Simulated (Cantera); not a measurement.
An adiabatic, constant-pressure homogeneous reactor starts with CH4 : O2 : N2 : H2O = 1 : 1.25 : 5.9 : 0.17 (molar parts), equivalence ratio 1.6, at 1500 K and 2700000 Pa.

Computed with Cantera and GRI-Mech 3.0 (53 species, 325 reactions). The pressure lies above the range GRI-Mech 3.0 was tuned for (to about 10 atm).

Question: Predict: time of steepest temperature rise; temperature at 3.00 s; equilibrium temperature; x(O2) at 3.00 s; x(H2O) at 3.00 s; x(CH2O) at 3.00 s.

Answer: 
```json
{
  "time_of_steepest_temperature_rise": "0.120 ms",
  "temperature at 3.00 s": "2626 K",
  "equilibrium_temperature": "2626 K",
  "x(O2) at 3.00 s": "1.63e-5 (gas-phase equilibrium 1.63e-5)",
  "x(H2O) at 3.00 s": "0.157 (gas-phase equilibrium 0.157)",
  "x(CH2O) at 3.00 s": "7.34e-8 (gas-phase equilibrium 7.34e-8)"
}
```
